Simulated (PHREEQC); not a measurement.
Dissolve 0.0029 mol H3BO3, 0.25 mol K2HPO4 and 7.1e-05 mol KCl per kg of water at 33 °C. Closed to the air; pH follows from the charge balance.

Computed with PHREEQC (ion-association model, phreeqc.dat).

```csv
quantity,before,after
pH,8.71,8.69
HPO4-2 (mol/kgw),0.214,0.112
KHPO4- (mol/kgw),0.0338,0.0117
H3BO3 (mol/kgw),0.00188,0.00196
```

### Question
Which change was made?
A) temperature from 33 to 40 °C
B) 0.24 mol/kgw K2CO3 added
C) KCl left out
D) temperature from 33 to 90 °C
E) K2HPO4 from 0.25 to 0.125 mol/kgw

### Answer
E, K2HPO4 from 0.25 to 0.125 mol/kgw

This is a speciation only: nothing precipitates in the calculation.
